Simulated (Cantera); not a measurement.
A Cantera script and its output.

```python
import numpy as np
import cantera as ct

gas = ct.Solution("gri30.yaml")
gas.TPX = 598, 92000, {'CH4': 1, 'H2': 0.32, 'O2': 2.7, 'N2': 10.2}
inlet = ct.Reservoir(gas, clone=True)
gas.equilibrate("HP")  # start burning
reactor = ct.IdealGasConstPressureReactor(gas, energy="on", clone=False)
exhaust = ct.Reservoir(gas, clone=True)
tau = [0.19, 0.081, 0.035, 0.015, 0.0063, 0.0027, 0.0011, 0.00049, 0.00021, 9e-05, 3.8e-05, 1.6e-05, 7e-06][0]
for a, b in ((inlet, reactor), (reactor, exhaust)):
    ct.MassFlowController(a, b, mdot=lambda t: reactor.mass / tau)
net = ct.ReactorNet([reactor])
show = ['CH4', 'H2', 'O2', 'O', 'H2O2']

rows = []
print(f"{'tau/s':>10s}{'T/K':>9s}" + "".join(f"{s:>11s}" for s in show))
for tau in [0.19, 0.081, 0.035, 0.015, 0.0063, 0.0027, 0.0011, 0.00049, 0.00021, 9e-05, 3.8e-05, 1.6e-05, 7e-06]:
    net.initial_time = 0.0
    net.advance(30 * tau)
    before = gas.X
    net.advance(40 * tau)
    drift = np.max(np.abs(gas.X - before) / (gas.X + 1e-9))
    rows.append([gas.T, *gas[show].X, drift])
    print(f"{tau:10.3e}{gas.T:9.1f}" + "".join(f"{x:11.3e}" for x in gas[show].X))
```

Output:

```
     tau/s      T/K        CH4         H2         O2          O       H2O2
 1.900e-01   2201.6  1.356e-06  1.116e-03  3.766e-02  6.141e-04  1.032e-07
 8.100e-02   2199.1  2.962e-06  1.236e-03  3.820e-02  6.860e-04  1.045e-07
 3.500e-02   2191.4  6.079e-06  1.485e-03  3.872e-02  8.292e-04  1.069e-07
 1.500e-02   2174.8  1.176e-05  1.981e-03  3.937e-02  1.118e-03  1.137e-07
 6.300e-03   2144.8  2.188e-05  2.869e-03  4.038e-02  1.658e-03  1.315e-07
 2.700e-03   2100.8  3.964e-05  4.170e-03  4.182e-02  2.497e-03  1.643e-07
 1.100e-03   2038.3  7.667e-05  5.966e-03  4.387e-02  3.732e-03  2.205e-07
 4.900e-04   1969.8  1.468e-04  7.809e-03  4.628e-02  5.039e-03  2.967e-07
 2.100e-04   1887.8  3.173e-04  9.772e-03  4.977e-02  6.268e-03  4.154e-07
 9.000e-05   1795.3  8.043e-04  1.176e-02  5.571e-02  6.572e-03  5.935e-07
 3.800e-05    598.0  7.032e-02  2.250e-02  1.899e-01  7.421e-22 -1.435e-19
 1.600e-05    598.0  7.032e-02  2.250e-02  1.899e-01  3.822e-22 -9.445e-23
 7.000e-06    598.0  7.032e-02  2.250e-02  1.899e-01  1.813e-22 -5.905e-24
```

Model: GRI-Mech 3.0 (53 species, 325 reactions), integrated in Cantera.
